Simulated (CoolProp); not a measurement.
Vapour-liquid equilibrium of R134a (1) + R142b (2) at 0.445 MPa; x and y are mole fractions of (1).

The numbers come from the multi-fluid Helmholtz-energy mixture model, Tillner-Roth 1994 and Lemmon 2006; pair parameters Bell 2016 in CoolProp.

| x | bubble temperature (°C) | y at the bubble point | dew temperature at overall composition x (°C) | liquid density (mol/L) |
|---|---|---|---|---|
| 0.05 | 32.3 | 0.097 | 33.2 | 10.90 |
| 0.125 | 29.5 | 0.224 | 31.7 | 11.02 |
| 0.2 | 27.1 | 0.333 | 30.0 | 11.13 |
| 0.275 | 24.9 | 0.427 | 28.4 | 11.24 |
| 0.35 | 22.9 | 0.510 | 26.7 | 11.35 |
| 0.425 | 21.2 | 0.583 | 24.9 | 11.45 |
| 0.5 | 19.6 | 0.649 | 23.2 | 11.55 |
| 0.575 | 18.2 | 0.709 | 21.4 | 11.66 |
| 0.65 | 16.9 | 0.764 | 19.6 | 11.76 |
| 0.725 | 15.7 | 0.817 | 17.8 | 11.87 |
| 0.8 | 14.6 | 0.867 | 16.1 | 11.98 |
| 0.875 | 13.6 | 0.917 | 14.5 | 12.09 |
| 0.95 | 12.7 | 0.966 | 13.0 | 12.21 |

No azeotrope shows between x = 0.05 and 0.95.

The pair parameters rest on a limited set of measurements; away from them the model extrapolates.
